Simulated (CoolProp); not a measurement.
Saturation properties of carbon monoxide (Tc = 132.9 K, pc = 3498 kPa, ω = 0.050).

The numbers come from the reference Helmholtz-energy equation of state, Lemmon 2006 in CoolProp. It is a short technical equation, of lower accuracy than the large ones.

```tsv
T (K)	p (kPa)	enthalpy of vaporisation (kJ/kg)	vapour Z	surface tension (mN/m)
86.6	172.1	207.5	0.9399	8.47
89.5	227.7	203.0	0.9267	7.86
92.3	293.2	198.4	0.9125	7.28
95.1	371.6	193.6	0.8966	6.71
98	468.1	188.2	0.8785	6.12
100.8	577.3	182.6	0.8592	5.56
103.7	708.8	176.4	0.8374	4.99
106.5	854.9	169.9	0.8143	4.44
109.4	1028	162.7	0.7882	3.88
112.2	1217	155.0	0.7607	3.36
```

It boils at 81.6 K under 1 atm.

Surface tension comes from a separate correlation (Mulero 2012).
